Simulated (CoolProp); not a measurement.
Values from CoolProp's reference Helmholtz-energy equation of state, Lemmon 2016.

**Question.** For R365MFC, give the phase and the Z, speed of sound (m/s), Joule-Thomson coefficient (K/MPa), isothermal compressibility (1/MPa) at 449.9 K and 0.68 MPa.

**Answer.** 
- 449.9 K and 0.68 MPa: gas; Z 0.914, speed of sound 150, Joule-Thomson coefficient 8.80, isothermal compressibility 1.62
